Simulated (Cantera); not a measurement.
An isothermal, constant-pressure homogeneous reactor starts with CH4 : N2 = 1 : 57 (molar parts), at 1775 K and 0.0671 atm.

Cantera simulation using GRI-Mech 3.0 (53 species, 325 reactions); the numbers are that mechanism's predictions, not measurements. GRI-Mech 3.0 stops at C3 and has no aromatics, soot or wall deposition, so with more carbon than oxygen in the feed, carbon stays in small species such as C2H2 where larger ones or solid carbon would form.

Task: Predict: x(CH4) at 4.00 s; x(C2H) at 4.00 s; x(CH2) at 4.00 s; x(C2H2) at 4.00 s; x(HCN) at 4.00 s; x(H) at 4.00 s.

Result: 
| Property | Result |
|---|---|
| x(CH4) at 4.00 s | 1.21e-5 (gas-phase equilibrium 5.01e-7) |
| x(C2H) at 4.00 s | 4.60e-7 (gas-phase equilibrium 3.80e-8) |
| x(CH2) at 4.00 s | 1.28e-8 (gas-phase equilibrium 5.50e-10) |
| x(C2H2) at 4.00 s | 0.00844 (gas-phase equilibrium 0.000688) |
| x(HCN) at 4.00 s | 4.95e-5 (gas-phase equilibrium 0.0156) |
| x(H) at 4.00 s | 0.000175 (gas-phase equilibrium 0.000178) |
